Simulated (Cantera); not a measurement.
What does this Cantera script print?

```python
import numpy as np
import cantera as ct

gas = ct.Solution("gri30.yaml")
gas.TP = 300, 101325
flame = ct.CounterflowDiffusionFlame(gas, width=0.02)
flame.fuel_inlet.X, flame.fuel_inlet.T = {'CH4': 1, 'C2H6': 0.036, 'C3H8': 0.032}, 375
flame.oxidizer_inlet.X, flame.oxidizer_inlet.T = {'O2': 0.18, 'N2': 0.82}, 450
flame.set_refine_criteria(ratio=3, slope=0.12, curve=0.24, prune=0.03)
show = ['OH', 'H', 'NO', 'CO', 'C2H2']

rows = []
print(f"{'mdot':>8s}{'a_max':>10s}{'a_mean':>10s}{'Tmax/K':>9s}" + "".join(f"{s:>11s}" for s in show) + "   (peak mole fractions)")
for i, mdot in enumerate([0.25, 0.38, 0.56, 0.83, 1.2, 1.8, 2.7]):  # kg/m2/s on the oxidiser side
    flame.oxidizer_inlet.mdot, flame.fuel_inlet.mdot = mdot, 0.73 * mdot
    flame.solve(loglevel=0, auto=(i == 0))
    if flame.T.max() < max(375, 450) + 100:
        print(f"{mdot:8.3g}  no burning solution found from the previous one")
        break
    dT = np.abs(np.gradient(flame.T, flame.grid))
    rows.append([flame.strain_rate("max"), flame.strain_rate("mean"), flame.T.max(),
                 *(flame.X[gas.species_index(s)].max() for s in show), max(dT[0], dT[-1]) / dT.max()])
    print(f"{mdot:8.3g}{rows[-1][0]:10.1f}{rows[-1][1]:10.1f}{rows[-1][2]:9.1f}" + "".join(f"{x:11.3e}" for x in rows[-1][3:-1]))
```

Output:

```
    mdot     a_max    a_mean   Tmax/K         OH          H         NO         CO       C2H2   (peak mole fractions)
    0.25     149.9      32.2   1962.7  5.107e-03  2.947e-03  1.608e-04  3.780e-02  1.036e-02
    0.38     220.2      49.0   1943.5  5.045e-03  3.107e-03  1.375e-04  3.796e-02  9.273e-03
    0.56     310.5      72.2   1925.2  4.943e-03  3.239e-03  1.142e-04  3.841e-02  8.330e-03
    0.83     443.3     107.0   1901.0  4.724e-03  3.302e-03  8.728e-05  3.902e-02  7.187e-03
     1.2     626.6     154.8   1869.9  4.361e-03  3.238e-03  5.994e-05  3.981e-02  5.863e-03
     1.8     913.1     232.2   1812.8  3.595e-03  2.840e-03  2.847e-05  4.087e-02  3.874e-03
     2.7  no burning solution found from the previous one
```

Cantera simulation using GRI-Mech 3.0 (53 species, 325 reactions); the numbers are that mechanism's predictions, not measurements. GRI-Mech 3.0 has no aromatics or soot, which form on the fuel side of real flames. The maximum strain rate includes the flame's own expansion and is several times the mean. A flux with no burning solution from the previous one only brackets extinction.
